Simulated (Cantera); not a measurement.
Predominance diagram of Ca at 952 °C against the partial pressures of O₂ and Br₂ (log10, bar). Standard-state values (1 bar) from the NASA 1993 polynomials, evaluated with Cantera. Candidates: Ca(l), CaBr₂(l), CaO(s). Only these pure phases compete in this equilibrium. Not in the tables: oxide halides.

```
log p(Br₂) \ log p(O₂)
        columns: -29, -26.8, -24.5, -22.3, -20.1, -17.8, -15.6, -13.4, -11.2, -8.9, -6.7, -4.5, -2.2, 0
      1  A A A A A A A A A A A A A A
   -0.3  A A A A A A A A A A A A A A
   -1.5  A A A A A A A A A A A A A B
   -2.8  A A A A A A A A A A A A B B
   -4.1  A A A A A A A A A A A B B B
   -5.4  A A A A A A A A A A B B B B
   -6.6  A A A A A A A A A B B B B B
   -7.9  A A A A A A A A B B B B B B
   -9.2  A A A A A A B B B B B B B B
  -10.5  A A A A A B B B B B B B B B
  -11.7  A A A A B B B B B B B B B B
    -13  A A A B B B B B B B B B B B
```

A: CaBr₂(l); B: CaO(s).
